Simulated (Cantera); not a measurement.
Charge: 1 mol S, 4.6 mol O2, 1.2 mol H2, held at 0.133 bar.

Method: chemical equilibrium by Gibbs-energy minimisation in Cantera with the NASA 1993 tables (ideal gas, pure condensed phases). Candidate condensed phases: H2O, H2SO4, S; 19 gas species. Equilibrium is a limit: real reactors are often held back by kinetics, nucleation or transport.

x: gas mole fraction; nothing condenses.

```json
[
 {"T (°C)": "277", "x O2": "0.594", "x H2O": "0.169", "x SO3": "0.121", "x SO2": "1.46e-5", "x H2SO4": "0.116", "x OH": "<1e-12"},
 {"T (°C)": "327", "x O2": "0.554", "x H2O": "?", "x SO3": "?", "x SO2": "?", "x H2SO4": "?", "x OH": "<1e-12"},
 {"T (°C)": "377", "x O2": "0.538", "x H2O": "0.247", "x SO3": "0.203", "x SO2": "0.000717", "x H2SO4": "0.0115", "x OH": "1.04e-11"},
 {"T (°C)": "427", "x O2": "0.534", "x H2O": "0.252", "x SO3": "0.207", "x SO2": "0.00271", "x H2SO4": "0.00346", "x OH": "8.92e-11"},
 {"T (°C)": "477", "x O2": "0.534", "x H2O": "0.253", "x SO3": "0.203", "x SO2": "0.00822", "x H2SO4": "0.00116", "x OH": "5.72e-10"},
 {"T (°C)": "527", "x O2": "0.537", "x H2O": "0.252", "x SO3": "0.190", "x SO2": "0.0206", "x H2SO4": "0.000426", "x OH": "2.90e-9"},
 {"T (°C)": "577", "x O2": "0.542", "x H2O": "0.250", "x SO3": "0.165", "x SO2": "0.0426", "x H2SO4": "0.000162", "x OH": "1.21e-8"},
 {"T (°C)": "627", "x O2": "0.549", "x H2O": "0.246", "x SO3": "?", "x SO2": "?", "x H2SO4": "?", "x OH": "?"},
 {"T (°C)": "677", "x O2": "0.557", "x H2O": "0.242", "x SO3": "0.0962", "x SO2": "0.105", "x H2SO4": "2.35e-5", "x OH": "1.35e-7"},
 {"T (°C)": "727", "x O2": "0.563", "x H2O": "0.238", "x SO3": "0.0658", "x SO2": "0.133", "x H2SO4": "8.95e-6", "x OH": "3.76e-7"},
 {"T (°C)": "777", "x O2": "0.568", "x H2O": "0.236", "x SO3": "0.0435", "x SO2": "0.153", "x H2SO4": "3.51e-6", "x OH": "9.50e-7"},
 {"T (°C)": "827", "x O2": "0.571", "x H2O": "0.234", "x SO3": "0.0286", "x SO2": "0.166", "x H2SO4": "1.45e-6", "x OH": "2.21e-6"},
 {"T (°C)": "877", "x O2": "0.573", "x H2O": "0.233", "x SO3": "0.0190", "x SO2": "0.175", "x H2SO4": "6.30e-7", "x OH": "4.78e-6"}
]
```

What belongs in the gaps?


- 327, x H2O: 0.225
- 327, x SO3: 0.181
- 327, x SO2: 0.000137
- 327, x H2SO4: 0.0406
- 627, x SO3: 0.132
- 627, x SO2: 0.0730
- 627, x H2SO4: 6.21e-5
- 627, x OH: 4.33e-8
